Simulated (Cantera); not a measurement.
An isothermal plug-flow reactor at 675 K and 2.70 bar (inlet), inlet velocity 2.8 m/s, active area per volume 210 1/m; feed H2 : O2 : N2 = 0.04 : 0.012 : 0.79 (molar parts), equivalence ratio 1.7.

Model: Deutschmann's 1995 Pt surface mechanism with GRI-Mech 3.0 gas chemistry, integrated in Cantera. Catalytic surfaces can have several steady states; this one follows from the mechanism file's or the stated starting coverage. Mass transfer to the wall is taken as infinitely fast.

**Question.** What does this change do: H2 0.04 to 0.061 parts?

**Answer.** 
```json
[
 {"quantity": "x(H2) at z = 0.0065 m", "before": "0.0203", "after": "0.0449"},
 {"quantity": "x(O2) at z = 0.0065 m", "before": "0.000531", "after": "0.000722"},
 {"quantity": "x(H2O) at z = 0.0065 m", "before": "0.0278", "after": "0.0267"},
 {"quantity": "θ(free Pt) at the exit", "before": "0.880", "after": "0.831"},
 {"quantity": "θ(H*) at the exit", "before": "0.119", "after": "0.168"}
]
```

**Question.** What does this change do: H2 0.04 to 0.085 parts?

**Answer.** 
```
quantity                  before     after
----------------------  --------  --------
x(H2) at z = 0.0065 m     0.0203    0.0714
x(O2) at z = 0.0065 m   0.000531  0.000891
x(H2O) at z = 0.0065 m    0.0278    0.0256
θ(free Pt) at the exit     0.880     0.795
θ(H*) at the exit          0.119     0.204
```
